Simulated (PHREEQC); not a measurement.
NaCl is added in steps, without added water, to 1 kg of water holding 0.1 mol/kgw K2CO3, 0.0098 mol/kgw KNO3 and 0.00031 mol/kgw CuSO4, at 25 °C. Oxygen alone is held at its pressure in air (log pO2 = -0.68). CO2 from the air is kept out. The run lets Cu(OH)2, Malachite, Brochantite, Antlerite, Atacamite, Cu2(OH)3NO3, Halite, Mirabilite, Chalcanthite, Nahcolite, Natron precipitate or redissolve, and no other solid.

Base run: PHREEQC, ion-association model, wateq4f.dat. Each further column changes one thing. The table gives pH.

```json
[
 {"NaCl added (mol)": "0", "base": "11.32", "Davies equation for every ion": "11.35", "Debye-Hückel limiting law": "11.04", "all activity coefficients set to 1": "11.62"},
 {"NaCl added (mol)": "0.0945", "base": "11.24", "Davies equation for every ion": "11.28", "Debye-Hückel limiting law": "10.95", "all activity coefficients set to 1": "11.48"},
 {"NaCl added (mol)": "0.2205", "base": "11.16", "Davies equation for every ion": "11.20", "Debye-Hückel limiting law": "10.84", "all activity coefficients set to 1": "11.33"},
 {"NaCl added (mol)": "0.315", "base": "11.11", "Davies equation for every ion": "11.16", "Debye-Hückel limiting law": "10.77", "all activity coefficients set to 1": "11.26"},
 {"NaCl added (mol)": "0.4095", "base": "11.07", "Davies equation for every ion": "11.12", "Debye-Hückel limiting law": "10.71", "all activity coefficients set to 1": "11.20"},
 {"NaCl added (mol)": "0.5355", "base": "11.02", "Davies equation for every ion": "11.08", "Debye-Hückel limiting law": "10.63", "all activity coefficients set to 1": "11.15"},
 {"NaCl added (mol)": "0.63", "base": "10.99", "Davies equation for every ion": "11.06", "Debye-Hückel limiting law": "10.58", "all activity coefficients set to 1": "11.12"}
]
```

The ionic strength passes 0.7 mol/kgw, the rough limit of the ion-association models, in part of: base; Davies equation for every ion; Debye-Hückel limiting law; all activity coefficients set to 1. The database's constant for dissolved Cu(OH)2 is higher than later reviews accept.
